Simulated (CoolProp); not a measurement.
A single-stage vapour-compression cycle with R1132(E): evaporating at 277.15 K (dew point), condensing at 331.15 K (bubble point), superheat 10 K, subcooling 0 K, compressor efficiency 0.65, no pressure losses. Each further row changes one setting.

Model: reference Helmholtz-energy equation of state, Akasaka 2024, in CoolProp.

| case | cooling COP | pressure ratio | discharge temperature (K) | refrigerating effect (kJ/kg) | volumetric capacity (kJ/m³) |
|---|---|---|---|---|---|
| as stated | 2.11 | 3.89 | 377.9 | 149 | 4250 |
| evaporating temperature 282.15 K | 2.42 | 3.35 | 373.8 | 151 | 5010 |
| condensing temperature 326.15 K | ? | 3.49 | 370.2 | ? | ? |
| subcooling 5 K | ? | 3.89 | 377.9 | 162 | ? |
| superheat 20 K | 2.14 | 3.89 | 389.0 | ? | 4330 |
| compressor efficiency 0.55 | ? | 3.89 | 387.3 | 149 | 4250 |

### Question
What belongs in the gaps?

### Answer

- condensing temperature 326.15 K, cooling COP: 2.48
- condensing temperature 326.15 K, refrigerating effect (kJ/kg): 161
- condensing temperature 326.15 K, volumetric capacity (kJ/m³): 4590
- subcooling 5 K, cooling COP: 2.29
- subcooling 5 K, volumetric capacity (kJ/m³): 4620
- superheat 20 K, refrigerating effect (kJ/kg): 160
- compressor efficiency 0.55, cooling COP: 1.78
